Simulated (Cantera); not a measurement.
## Cu₂O + CH₄ + N₂ (carbothermic reduction)

Feed: 1 mol Cu₂O, 0.56 mol CH₄, 4.1 mol N₂, equilibrated at 7.50 Torr.

Equilibrium computed with Cantera from the NASA thermochemical tables; the gas is ideal and each condensed phase is pure. Candidate condensed phases: C, C₆H₆, C₇H₈, C₈H₁₈, Cu, CuO, Cu(OH)₂, Cu₂O, H₂O; 139 gas species. Kinetics and transport are ignored.

```tsv
T (K)	x N₂	x Cu	x H₂	x CO	x H₂O	x H	x CO₂	n Cu(l)
1823	0.659	0.0704	0.119	0.0796	0.0603	0.00149	0.0103	1.56
1873	0.622	0.122	0.112	0.0755	0.0572	0.00216	0.00943	1.19
1923	0.563	0.204	0.100	0.0686	0.0520	0.00298	0.00828	0.502
1973	0.526	0.255	0.0929	0.0643	0.0487	0.00411	0.00753	0
2023	0.526	0.255	0.0918	0.0645	0.0487	0.00576	0.00733	0
2073	0.525	0.255	0.0906	0.0646	0.0486	0.00792	0.00715	0
2123	0.524	0.255	0.0891	0.0646	0.0484	0.0107	0.00699	0
2173	0.523	0.255	0.0873	0.0646	0.0479	0.0143	0.00684	0
2223	0.521	0.254	0.0851	0.0646	0.0473	0.0187	0.00669	0
2273	0.520	0.253	0.0826	0.0645	0.0462	0.0241	0.00654	0
2323	0.517	0.252	0.0798	0.0643	0.0448	0.0308	0.00636	0
2373	0.515	0.251	0.0766	0.0642	0.0428	0.0387	0.00615	0
```
x: gas mole fraction; n: condensed amount in mol.

From 1823 K to 1923 K the condensed part is Cu(l). From 1973 K to 2373 K nothing is condensed. The main Cu-bearing gas is Cu throughout.
